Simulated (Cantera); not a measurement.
Charge: 1 mol V, 0.22 mol NH3, 85 mol H2, at 0.0133 bar.

Cantera equilibrium calculation (NASA polynomials, part measured and part estimated; ideal gas, pure solids and liquids). Candidate condensed phases: V, VN; 11 gas species. Condensed phases not in the tables: V2N, N, O or C dissolved in the metal. The numbers say what is thermodynamically allowed, not how fast it happens.

Question: At 2025 K, list the 4 most abundant gas species with their mole fractions, and the condensed phases.

Answer: H2 0.982, H 0.0165, N2 0.00128, V 0.000251. Condensed: V(s).
